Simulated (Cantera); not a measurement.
Mixture: CH4 : H2 : O2 : N2 = 1 : 0.045 : 1.35 : 9.3 (molar parts), at 0.918 atm, adiabatic and at constant pressure. Ignition delay is the time to a rise of 400 K.

Computed with Cantera and GRI-Mech 3.0 (53 species, 325 reactions).

Question: What does this change do: pressure from 0.918 atm to 4.93 atm?

Answer: 
| quantity | before | after |
|---|---|---|
| delay at 1098 K | 0.254 s | 34.9 ms |
| delay at 1198 K | 69.6 ms | 13.0 ms |
| delay at 1298 K | 19.9 ms | 4.63 ms |
| delay at 1398 K | 6.06 ms | 1.65 ms |
| delay at 1498 K | 2.04 ms | 0.600 ms |
| delay at 1598 K | 0.786 ms | 0.231 ms |
| apparent activation energy between 1398 and 1598 K | 190 kJ/mol | 180 kJ/mol |
